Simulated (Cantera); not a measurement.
Charge: 1 mol AlCl3, 0.88 mol HCl, 100 mol H2, a varied amount of H2O, equilibrated at 950 K and 0.100 bar.

Method: chemical equilibrium by Gibbs-energy minimisation in Cantera with the NASA 1993 tables (ideal gas, pure condensed phases). Candidate condensed phases: Al, AlCl3, Al2O3, H2O; 29 gas species. Condensed phases not in the tables: AlOCl. Kinetics and transport are ignored.

log p: log10 of the partial pressure in bar; n: condensed amount in mol.

```json
[
 {"n(H2O) (mol)": "0.58", "log p H2": "-1.01", "log p H2O": "-9.13", "log p HCl": "-2.70", "log p AlCl3": "-3.22", "log p Al2Cl6": "-7.13", "n Al2O3(s)": "0.193"},
 {"n(H2O) (mol)": "0.98", "log p H2": "-1.01", "log p H2O": "-8.68", "log p HCl": "-2.56", "log p AlCl3": "-3.47", "log p Al2Cl6": "-7.63", "n Al2O3(s)": "0.327"},
 {"n(H2O) (mol)": "1.6", "log p H2": "-1.02", "log p H2O": "-4.02", "log p HCl": "-2.43", "log p AlCl3": "-10.08", "log p Al2Cl6": "<-13", "n Al2O3(s)": "0.500"},
 {"n(H2O) (mol)": "2.8", "log p H2": "-1.02", "log p H2O": "(withheld)", "log p HCl": "-2.43", "log p AlCl3": "(withheld)", "log p Al2Cl6": "<-13", "n Al2O3(s)": "0.500"},
 {"n(H2O) (mol)": "4.6", "log p H2": "-1.03", "log p H2O": "(withheld)", "log p HCl": "-2.44", "log p AlCl3": "(withheld)", "log p Al2Cl6": "<-13", "n Al2O3(s)": "0.500"},
 {"n(H2O) (mol)": "7.8", "log p H2": "-1.04", "log p H2O": "-2.24", "log p HCl": "-2.45", "log p AlCl3": "-12.81", "log p Al2Cl6": "<-13", "n Al2O3(s)": "0.500"},
 {"n(H2O) (mol)": "13", "log p H2": "-1.06", "log p H2O": "-2.00", "log p HCl": "-2.47", "log p AlCl3": "<-13", "log p Al2Cl6": "<-13", "n Al2O3(s)": "0.500"},
 {"n(H2O) (mol)": "22", "log p H2": "-1.09", "log p H2O": "-1.78", "log p HCl": "-2.51", "log p AlCl3": "<-13", "log p Al2Cl6": "<-13", "n Al2O3(s)": "0.500"}
]
```

What belongs in the gaps?


- 4.6, log p H2O: -2.54
- 4.6, log p AlCl3: -12.33
- 2.8, log p H2O: -2.91
- 2.8, log p AlCl3: -11.76
